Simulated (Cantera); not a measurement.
A perfectly stirred reactor is fed with 89.0 % NO, 11.0 % N2, at 1.40 bar; it is held at 1900 K, and followed from long to short residence time.

Model: GRI-Mech 3.0 (53 species, 325 reactions), integrated in Cantera.

x: mole fraction; the columns are a selection and need not sum to one.

| τ (s) | x NO | x O | x O2 | x NO2 | x N2O | x N2 |
|---|---|---|---|---|---|---|
| 27 | 0.0812 | 0.000162 | 0.404 | 0.000274 | 3.06e-6 | 0.514 |
| 8.1 | 0.165 | 0.000153 | 0.362 | 0.000526 | 1.16e-5 | 0.473 |
| 2.5 | 0.307 | 0.000138 | 0.291 | 0.000881 | 3.98e-5 | 0.401 |
| 0.75 | ? | ? | ? | 0.00118 | ? | ? |
| 0.23 | 0.693 | 8.44e-5 | 0.0975 | 0.00119 | 0.000209 | 0.208 |
| 0.070 | 0.813 | ? | ? | ? | ? | ? |
| 0.021 | 0.864 | 4.13e-5 | 0.0122 | 0.000687 | 0.000328 | 0.122 |
| 0.0065 | 0.882 | 3.30e-5 | 0.00358 | 0.000546 | 0.000323 | 0.114 |

**Question.** Fill in the missing entries.

**Answer.** 
- 0.75, x NO: 0.505
- 0.75, x O: 0.000114
- 0.75, x O2: 0.191
- 0.75, x N2O: 0.000109
- 0.75, x N2: 0.302
- 0.070, x O: 5.80e-5
- 0.070, x O2: 0.0379
- 0.070, x NO2: 0.000935
- 0.070, x N2O: 0.000292
- 0.070, x N2: 0.148
